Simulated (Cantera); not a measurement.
# Reactions in the system Cr-H-O

Cantera with NASA thermochemical tables; ideal gases at 1 bar, condensed phases pure. Values are per mole of reaction as written; species without (g) are pure solids or liquids, kept so even where they would boil at 1 bar.

3 H2(g) + 2 Cr2O3 → 4 Cr + 6 OH(g)

```tsv
T (K)	ΔH° (kJ)	ΔS° (J/K)	ΔG° (kJ)	log10 K
500	2497.9	623.5	2186.2	-228.38
600	2494.2	616.7	2124.2	-184.92
700	2490.2	610.6	2062.8	-153.93
800	2486.1	605.1	2002.0	-130.72
900	2482.2	600.4	1941.8	-112.69
1000	2478.6	596.7	1881.9	-98.30
1100	2475.6	593.8	1822.4	-86.54
1200	2473.2	591.7	1763.1	-76.74
1300	2471.5	590.4	1704.0	-68.47
1400	2470.4	589.6	1645.0	-61.38
1500	2470.2	589.4	1586.1	-55.23
```
